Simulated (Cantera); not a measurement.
A perfectly stirred reactor is fed with 7.93 % CH4, 19.3 % O2, 72.7 % N2, at 1.50 bar; it is adiabatic with a 375 K inlet, and is followed from long to short residence time, starting on the burning branch (τ in s: 0.44, 0.2, 0.089, 0.04, 0.018, 0.0081, 0.0036, 0.0016, 0.00074, 0.00033, 0.00015, 6.8e-05).

Model: GRI-Mech 3.0 (53 species, 325 reactions), integrated in Cantera.

### Question
Predict: blow-out, bracketed by the residence times tried; x(CH4) at τ = 0.440 s; x(O2) at τ = 0.440 s; x(CO) at τ = 0.440 s; x(H) at τ = 0.440 s; x(H2O) at τ = 0.440 s; x(CH4) at τ = 3.60 ms; x(O2) at τ = 3.60 ms; x(CO) at τ = 3.60 ms; x(H) at τ = 3.60 ms; x(H2O) at τ = 3.60 ms.

### Answer
```
Item                                                                              Result
------------------------------------------------  --------------------------------------
blow-out, bracketed by the residence times tried  burning at 68.0 µs, the shortest tried
x(CH4) at τ = 0.440 s                                                            9.95e-7
x(O2) at τ = 0.440 s                                                              0.0343
x(CO) at τ = 0.440 s                                                            0.000977
x(H) at τ = 0.440 s                                                              4.93e-5
x(H2O) at τ = 0.440 s                                                              0.157
x(CH4) at τ = 3.60 ms                                                            4.41e-5
x(O2) at τ = 3.60 ms                                                              0.0369
x(CO) at τ = 3.60 ms                                                             0.00539
x(H) at τ = 3.60 ms                                                             0.000599
x(H2O) at τ = 3.60 ms                                                              0.153
```
